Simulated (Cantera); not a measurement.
Boron, boron nitride and boron oxide: borazine + O2 + N2

A closed system holds: 1 mol borazine, 0.79 mol O2, 2.2 mol N2, equilibrated at 0.133 bar.

These are equilibrium values from Cantera (NASA tables, ideal gas, pure condensed phases), not measurements of a reactor. Candidate condensed phases: B, BN, B2O3, B3O3H3, H2O; 39 gas species. The feed counts by its element totals alone. Mutual solubility and eutectic melting of coexisting phases are not modelled. Gases not in the tables: H3BO3. Kinetics and transport are ignored.

| T (K) | x H2 | x N2 | x HBO | x B2O3 | x HBO2 | x B2O2 | n BN(s) | n B2O3(l) |
|---|---|---|---|---|---|---|---|---|
| 1300 | 0.522 | 0.476 | 1.36e-5 | 1.40e-6 | 0.000355 | 4.94e-9 | 1.95 | 0.522 |
| 1350 | 0.522 | 0.476 | 3.65e-5 | 5.27e-6 | 0.000625 | 2.99e-8 | 1.95 | 0.521 |
| 1400 | 0.522 | 0.475 | 9.11e-5 | 1.80e-5 | 0.00105 | 1.58e-7 | 1.95 | 0.519 |
| 1450 | 0.521 | 0.475 | 0.000213 | 5.64e-5 | 0.00171 | 7.46e-7 | 1.96 | 0.516 |
| 1500 | 0.520 | 0.475 | 0.000469 | 0.000163 | 0.00267 | 3.16e-6 | 1.96 | 0.512 |
| 1550 | 0.519 | 0.474 | 0.000981 | 0.000437 | 0.00404 | 1.21e-5 | 1.96 | 0.504 |
| 1600 | 0.516 | 0.473 | 0.00195 | 0.00110 | 0.00594 | 4.28e-5 | 1.96 | 0.491 |
| 1650 | 0.512 | 0.471 | 0.00372 | 0.00261 | 0.00850 | 0.000139 | 1.96 | 0.468 |
| 1700 | 0.505 | 0.468 | 0.00679 | 0.00587 | 0.0118 | 0.000423 | 1.96 | 0.429 |
| 1750 | 0.494 | 0.462 | 0.0119 | 0.0126 | 0.0161 | 0.00120 | 1.96 | 0.358 |
| 1800 | 0.475 | 0.452 | 0.0201 | 0.0257 | 0.0212 | 0.00324 | 1.94 | 0.229 |
| 1850 | 0.445 | 0.436 | 0.0322 | 0.0490 | 0.0264 | 0.00811 | 1.90 | 0 |
| 1900 | 0.439 | 0.436 | 0.0409 | 0.0458 | 0.0214 | 0.0122 | 1.85 | 0 |
| 1950 | 0.432 | 0.436 | 0.0504 | 0.0409 | 0.0169 | 0.0173 | 1.80 | 0 |
x: gas mole fraction; n: condensed amount in mol.

From 1300 K to 1800 K the condensed part is BN(s) + B2O3(l). From 1850 K to 1950 K the condensed part is BN(s).
